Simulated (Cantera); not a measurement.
Charge: 1 mol Si3N4, 1.2 mol CO2, 340 mol H2, at 0.210 Torr.

Equilibrium computed with Cantera from the NASA thermochemical tables; the gas is ideal and each condensed phase is pure. Candidate condensed phases: C, C6H6, C7H8, C8H18, H2O, Si, SiC, SiO2, Si2N2O, Si3N4; 151 gas species. Equilibrium is a limit: real reactors are often held back by kinetics, nucleation or transport.

Problem. At 1677 °C, list the 4 most abundant gas species with their mole fractions, and the condensed phases.

Solution. H2 0.917, H 0.0656, N2 0.00558, Si 0.00494. Condensed: gas only.
